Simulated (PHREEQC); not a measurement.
Consider water at 20 °C with 0.84 mol KCl, 0.13 mol SrCl2 and 4.2e-06 mol H4SiO4 per kg of water. Closed to the air; pH follows from the charge balance.

The numbers come from PHREEQC with the Pitzer model, pitzer.dat.

This is a speciation only: nothing precipitates in the calculation.

Question: Predict the pH.

Answer: pH 6.96.

Species that the database lacks are ignored. In brines, pH and single-ion activities rest on the MacInnes convention.
